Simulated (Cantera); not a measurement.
Cantera run:

```python
import numpy as np
import cantera as ct

gas_names = """
    C CO CO2 C2 C2O C3 C3O2 C4 C5 Cu CuO Cu2 O O2 O3
""".split()
cond_names = """
    C(gr) Cu(cr) Cu(L) CuO(s) Cu2O(s) Cu2O(L)
""".split()


# ... load() reads the species with a 1 bar reference pressure and builds the phases ...
atoms = {
    'Cu2O': {'Cu': 2, 'O': 1},
    'C': {'C': 1},
    'CO': {'C': 1, 'O': 1},
}
top_T = {'C(gr)': 4500, 'CuO(s)': 1390}  # K; cautious upper limits of use, not melting points


# ... equilibrate(T, P, feed) seeds the gas with the atoms and calls Mixture.equilibrate('TP', solver="vcs", rtol=1e-11, max_steps=5000) ...
results = []
feed = {'Cu2O': 1, 'C': 2.3, 'CO': 0.16}  # mol
P = 13332.2  # Pa
for T in [1948, 2023, 2098, 2173, 2248, 2323, 2398]:
    mix = equilibrate(T, P, feed)
    results.append((T, P, feed, dict(zip(mix.species_names, mix.species_moles))))

top = {s: max(r[3][s] / sum(r[3][g] for g in gas_names) for r in results) for s in gas_names}
cols = sorted((s for s in top if top[s] > 0.0001), key=lambda s: -top[s])[:5]
seen = [c for c in cond_names if any(r[3].get(c, 0) > 1e-12 for r in results)]
print("log10 of partial pressures in bar; condensed amounts in mol")
print(f"{'T/K':>10s}" + "".join(f"{s[:9]:>10s}" for s in cols + seen))
for T, P, feed, n in results:
    ng = sum(n[g] for g in gas_names)
    print(f"{T:10.4g}" + "".join(f"{np.log10(max(n[s] / ng * P / 1e5, 1e-99)):10.3f}" for s in cols)
          + "".join(f"{n.get(c, 0):10.4g}" for c in seen))
```

It prints:

```
log10 of partial pressures in bar; condensed amounts in mol
       T/K        CO        Cu       Cu2     C(gr)     Cu(L)
      1948    -0.884    -2.582    -5.045       1.3     1.977
      2023    -0.893    -2.274    -4.624       1.3     1.951
      2098    -0.910    -1.989    -4.236       1.3     1.902
      2173    -0.942    -1.725    -3.876       1.3     1.806
      2248    -1.001    -1.479    -3.542       1.3     1.608
      2323    -1.117    -1.249    -3.230       1.3     1.128
      2398    -1.307    -1.080    -3.031       1.3         0
```

Method: chemical equilibrium by Gibbs-energy minimisation in Cantera with the NASA 1993 tables (ideal gas, pure condensed phases).
